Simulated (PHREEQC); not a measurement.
1 kg of water holding 0.049 mol NaCl meets 20 L of dry gas (H2S 1 by moles) at fixed total pressure, at 40 °C; fugacities by Peng-Robinson. The gases take part in no redox reaction, some water evaporates into the gas, and hydrates or a liquid gas phase aren't modelled. No solid was allowed to form.

All values are PHREEQC results (ion-association model, phreeqc.dat), not measurements.

```json
[
 {"P (atm)": "1", "dissolved H2S (mol/kgw)": "0.0590", "φ of H2S": "0.993", "pH": "3.99"},
 {"P (atm)": "2", "dissolved H2S (mol/kgw)": "(withheld)", "φ of H2S": "0.986", "pH": "(withheld)"},
 {"P (atm)": "3", "dissolved H2S (mol/kgw)": "0.183", "φ of H2S": "0.979", "pH": "3.74"},
 {"P (atm)": "5", "dissolved H2S (mol/kgw)": "0.303", "φ of H2S": "0.965", "pH": "(withheld)"},
 {"P (atm)": "7.5", "dissolved H2S (mol/kgw)": "(withheld)", "φ of H2S": "0.948", "pH": "(withheld)"},
 {"P (atm)": "10", "dissolved H2S (mol/kgw)": "(withheld)", "φ of H2S": "0.931", "pH": "(withheld)"},
 {"P (atm)": "15", "dissolved H2S (mol/kgw)": "0.840", "φ of H2S": "0.897", "pH": "3.41"}
]
```

### Question
Fill in the missing entries.

### Answer

- 2, dissolved H2S (mol/kgw): 0.122
- 2, pH: 3.83
- 5, pH: 3.63
- 7.5, dissolved H2S (mol/kgw): 0.446
- 7.5, pH: 3.55
- 10, dissolved H2S (mol/kgw): 0.584
- 10, pH: 3.49

Away from 25 °C the constants follow the database's enthalpies or fits; those with neither stay at their 25 °C values.
